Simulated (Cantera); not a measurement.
Input (Python, Cantera):

```python
import numpy as np
import cantera as ct

gas = ct.Solution("h2o2.yaml")


def delay(T, t_max=10):
    gas.TPX = T, 220000, {'H2': 1, 'O2': 0.5, 'N2': 1.88}
    reactor = ct.IdealGasReactor(gas, clone=False)
    net = ct.ReactorNet([reactor])
    net.rtol, net.atol = 1e-8, 1e-16
    while net.time < t_max:
        t_old, T_old = net.time, reactor.T
        net.step()
        if reactor.T > T + 400:  # ignition: a rise of 400 K
            return t_old + (T + 400 - T_old) / (reactor.T - T_old) * (net.time - t_old)
    return np.nan


taus = []
for T in [1223, 1323, 1423, 1523, 1623, 1723, 1823]:
    taus.append(delay(T))
    print(f"T0 = {T:6g} K   tau = {taus[-1]:.4e} s")

# d ln(tau) / d ln(k), from doubling and halving each rate constant
T, sens = 1823, []
for i in range(gas.n_reactions):
    gas.set_multiplier(2.0, i)
    up = delay(T)
    gas.set_multiplier(0.5, i)
    down = delay(T)
    gas.set_multiplier(1.0, i)
    sens.append((np.log(up / down) / np.log(4.0), gas.reaction(i).equation))
sens.sort(key=lambda x: -abs(x[0]))
print(f"sensitivities at {T} K")
for s, eq in sens[:10]:
    print(f"{s:8.3f}  {eq}")
```

Output:

```
T0 =   1223 K   tau = 1.9404e-05 s
T0 =   1323 K   tau = 1.1585e-05 s
T0 =   1423 K   tau = 7.9001e-06 s
T0 =   1523 K   tau = 5.8945e-06 s
T0 =   1623 K   tau = 4.7441e-06 s
T0 =   1723 K   tau = 4.0889e-06 s
T0 =   1823 K   tau = 3.7491e-06 s
sensitivities at 1823 K
  -0.381  H + O2 <=> O + OH
  -0.124  H + O2 + H2O <=> HO2 + H2O
  -0.106  H + OH + M <=> H2O + M
  -0.102  H2 + O <=> H + OH
  -0.077  H2 + OH <=> H + H2O
  -0.057  H + HO2 <=> H2 + O2
  -0.037  2 H + H2O <=> H2 + H2O
  -0.035  H + O2 + N2 <=> HO2 + N2
  -0.030  H + O2 + M <=> HO2 + M
  -0.021  2 H + M <=> H2 + M
```

Detailed kinetics in Cantera: the H2/O2 subset of GRI-Mech 3.0, which has no nitrogen chemistry. The hydrogen kinetics of GRI-Mech 3.0 are dated; newer H2 mechanisms differ, most at raised pressure. Where the delays flatten at high temperature, the 400 K rule measures the pace of heat release, not the induction time.
